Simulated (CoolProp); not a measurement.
The fluid at 298.15 K and 2.94 MPa is throttled through a valve to 1.42 MPa with no heat exchange. The same conditions are run with several fluids, on thermodynamics alone (safety and materials aside).

Values from CoolProp's reference Helmholtz-energy equation of state of each fluid (nitrous oxide: Lemmon 2006; nitrogen: Span 2000; methane: Setzmann 1991; C2F6 (R116): Lemmon 2006; CF4 (R14): Platzer 1990). The equations of Platzer and Polt are older, rougher fits.

| fluid | temperature change (K) | final density (kg/m³) |
|---|---|---|
| nitrous oxide | -18.7 | 29.9 |
| nitrogen | -3.1 | 16.3 |
| methane | -6.6 | 9.65 |
| C2F6 (R116) | -22.7 | 112 |
| CF4 (R14) | -8.6 | 55.1 |
